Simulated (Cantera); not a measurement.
Adiabatic ignition

An adiabatic, constant-pressure homogeneous reactor starts with CO : H2 : O2 : N2 : CO2 = 1 : 0.47 : 1.79 : 9.86 : 3.7 (molar parts), equivalence ratio 0.41, at 1525 K and 0.572 atm.

Model: GRI-Mech 3.0 (53 species, 325 reactions), integrated in Cantera.

```tsv
t (s)	T (K)	x CO	x H2	x O2	x NO	x H	x H2O2	x N2O
1.00e-6	1525	0.0595	0.0279	0.106	<1e-12	1.42e-8	6.77e-12	<1e-12
3.35e-6	1525	0.0595	0.0279	0.106	<1e-12	5.71e-8	6.73e-11	<1e-12
1.12e-5	1525	0.0595	0.0279	0.106	<1e-12	5.64e-7	5.44e-10	<1e-12
3.76e-5	1525	0.0594	0.0275	0.106	1.77e-11	0.000192	2.09e-8	2.59e-10
0.000126	1593	0.0530	0.00149	0.0848	1.99e-6	0.00600	3.41e-7	1.60e-7
0.000422	1727	0.0420	0.00108	0.0810	7.04e-6	0.00294	1.63e-7	2.29e-7
0.00141	1871	0.0273	0.000632	0.0757	1.48e-5	0.00104	6.72e-8	2.94e-7
0.00474	1986	0.0138	0.000292	0.0706	3.33e-5	0.000275	2.88e-8	3.29e-7
0.0159	2052	0.00548	0.000112	0.0674	7.48e-5	5.90e-5	1.50e-8	2.27e-7
0.0532	2068	0.00342	6.99e-5	0.0666	0.000155	2.85e-5	1.29e-8	1.64e-7
0.178	2068	0.00338	6.92e-5	0.0665	0.000391	2.80e-5	1.29e-8	1.62e-7
0.597	2067	0.00336	6.87e-5	0.0661	0.00113	2.77e-5	1.28e-8	1.62e-7
2.00	2064	0.00330	6.77e-5	0.0652	0.00286	2.70e-5	1.26e-8	1.63e-7
```
x: mole fraction; the columns are a selection and need not sum to one.

```json
{
  "time_of_steepest_temperature_rise": "66.0 µs",
  "temperature at 2.00 s": "2064 K",
  "equilibrium_temperature": "2061 K",
  "x(CO) at 2.00 s": "0.00330 (gas-phase equilibrium 0.00325)",
  "x(H2) at 2.00 s": "6.77e-5 (gas-phase equilibrium 6.68e-5)",
  "x(O2) at 2.00 s": "0.0652 (gas-phase equilibrium 0.0644)"
}
```
